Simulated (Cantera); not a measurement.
Input (Python, Cantera):

```python
import numpy as np
import cantera as ct

gas = ct.Solution("gri30.yaml")
gas.TPX = 1000, 1000000, {'CH4': 1, 'CO': 0.031, 'O2': 1.44, 'N2': 5.41}
reactor = ct.IdealGasReactor(gas, energy="on", clone=False)
net = ct.ReactorNet([reactor])
net.rtol, net.atol = 1e-08, 1e-16
show = ['CH4', 'CO', 'O2', 'CH2O', 'NO']
times = np.geomspace(2e-06, 0.3, 10)

steps = ct.SolutionArray(gas, extra=["t"])
rows = []
print(f"{'t/s':>10s}{'T/K':>9s}{'P/Pa':>11s}" + "".join(f"{s:>11s}" for s in show))
for t in times:
    while net.time < t:
        t_next = net.step()
        steps.append(gas.state, t=t_next)
    rows.append([np.interp(t, steps.t, y) for y in (steps.T, steps.P, *steps(*show).X.T)])
    print(f"{t:10.3e}{rows[-1][0]:9.1f}{rows[-1][1]:11.4g}" + "".join(f"{x:11.3e}" for x in rows[-1][2:]))
rate = np.gradient(steps.T, steps.t)
print("integrator steps:", len(steps.t))
if steps.T.max() > steps.T[0] + 200:
    print(f"time of steepest temperature rise: {steps.t[rate.argmax()]:.4e} s")
gas.TPX = 1000, 1000000, {'CH4': 1, 'CO': 0.031, 'O2': 1.44, 'N2': 5.41}
gas.equilibrate("UV")
print(f"equilibrium (UV): T = {gas.T:.1f} K  " + "  ".join(f"{s} {gas[s].X[0]:.3e}" for s in show))
```

Output:

```
       t/s      T/K       P/Pa        CH4         CO         O2       CH2O         NO
 2.000e-06   1000.0      1e+06  1.269e-01  3.934e-03  1.827e-01  4.980e-13  1.159e-24
 7.519e-06   1000.0      1e+06  1.269e-01  3.934e-03  1.827e-01  7.187e-12  4.793e-24
 2.827e-05   1000.0      1e+06  1.269e-01  3.934e-03  1.827e-01  1.040e-10  1.902e-23
 1.063e-04   1000.0      1e+06  1.269e-01  3.934e-03  1.827e-01  1.537e-09  8.100e-23
 3.995e-04   1000.0      1e+06  1.269e-01  3.934e-03  1.827e-01  2.533e-08  4.702e-22
 1.502e-03   1000.0      1e+06  1.269e-01  3.933e-03  1.827e-01  4.726e-07  6.154e-21
 5.646e-03   1000.1      1e+06  1.269e-01  3.933e-03  1.827e-01  4.726e-06  8.585e-20
 2.123e-02   1000.3      1e+06  1.268e-01  3.933e-03  1.827e-01  2.758e-05  7.638e-19
 7.980e-02   1006.3  1.006e+06  1.261e-01  4.029e-03  1.821e-01  3.573e-04  2.009e-17
 3.000e-01   2854.9  3.074e+06  6.429e-11  8.319e-02  2.525e-04  5.597e-08  1.241e-03
integrator steps: 2636
time of steepest temperature rise: 1.0573e-01 s
equilibrium (UV): T = 2854.9 K  CH4 7.282e-11  CO 8.319e-02  O2 2.525e-04  CH2O 5.598e-08  NO 1.241e-03
```

Model: GRI-Mech 3.0 (53 species, 325 reactions), integrated in Cantera.
